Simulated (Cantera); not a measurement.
**Gas-phase reforming**

An isothermal, constant-pressure homogeneous reactor starts with 41.7 % CH4, 58.3 % CO2, at 2025 K and 0.360 bar.

Model: GRI-Mech 3.0 (53 species, 325 reactions), integrated in Cantera.

```
t (s)        x CH4   x CO2    x CH2O    x C2H6    x C2H2
--------  --------  ------  --------  --------  --------
1.00e-6      0.416   0.583   1.77e-8   2.61e-8  2.61e-11
4.35e-6      0.415   0.583   6.08e-7   2.16e-6   2.81e-8
1.89e-5      0.407   0.581   2.77e-5  0.000102   1.74e-5
8.23e-5      0.324   0.552  0.000388  0.000964   0.00739
0.000358     0.116   0.400  0.000141  0.000191    0.0913
0.00156     0.0205   0.184   4.35e-5   1.29e-5     0.120
0.00678    0.00754  0.0725   1.36e-5   2.46e-6    0.0762
0.0295     0.00399  0.0352   2.32e-6   4.85e-7    0.0232
0.128     0.000516  0.0213   1.82e-7   7.20e-9  0.000918
0.558      2.04e-9  0.0206   2.93e-8    <1e-12  4.24e-11
2.43       1.99e-9  0.0206   2.93e-8    <1e-12  3.57e-12
10.6       1.99e-9  0.0206   2.93e-8    <1e-12  3.57e-12
46.0       1.99e-9  0.0206   2.93e-8    <1e-12  3.57e-12
200        1.99e-9  0.0206   2.93e-8    <1e-12  3.57e-12
```
x: mole fraction; the columns are a selection and need not sum to one.

Equilibrium at this temperature and pressure: CH4 2.26e-9, CO2 0.0206, CH2O 2.93e-8, C2H6 <1e-12, C2H2 4.05e-12 (gas phase only).
